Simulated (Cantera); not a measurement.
Diamond growth

A diamond (100) surface in a fixed gas of H2 with x(CH4) = 0.024, x(CH3) = 1.4e-05, at 1325 K, 0.188 atm; coverages are run to steady state.

Model: the Harris–Goodwin 1993 mechanism for the reconstructed diamond (100) surface, integrated in Cantera.

```
x(H)     growth (µm/h)  θ c6HH  θ c6H*  θ c6*H   θ c6**
-------  -------------  ------  ------  ------  -------
0.0001          0.0230   0.672  0.0288   0.295  0.00395
0.00024         0.0874   0.544  0.0395   0.405   0.0109
0.00056          0.217   0.456  0.0463   0.475   0.0219
0.0013           0.409   0.407  0.0497   0.510   0.0338
0.0031           0.688   0.381  0.0512   0.524   0.0430
0.0074            1.12   0.370  0.0520   0.530   0.0483
0.017             1.75   0.365  0.0526   0.532   0.0509
0.041             2.55   0.362  0.0536   0.532   0.0524
0.098             3.25   0.361  0.0558   0.530   0.0537
```
θ: site fractions in the mechanism's names (c6HH fully hydrogenated, c6H* and c6*H radical sites, c6** diradical, c6HM methylated).
